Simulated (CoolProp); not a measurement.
Values from CoolProp's reference Helmholtz-energy equation of state, Span 2000.

**Question.** Give the vapour pressure (MPa), liquid density (kg/m³), enthalpy of vaporisation (kJ/kg), liquid conductivity (mW/(m K)) of saturated nitrogen at 82.9, 96.8 K.

**Answer.** 
| T (K) | p (MPa) | liquid density (kg/m³) | enthalpy of vaporisation (kJ/kg) | liquid conductivity (mW/(m K)) |
|---|---|---|---|---|
| 82.9 | 0.186 | 780 | 192 | 134 |
| 96.8 | 0.619 | 708 | 168 | 106 |

Thermal conductivity comes from a separate model (Lemmon 2004).
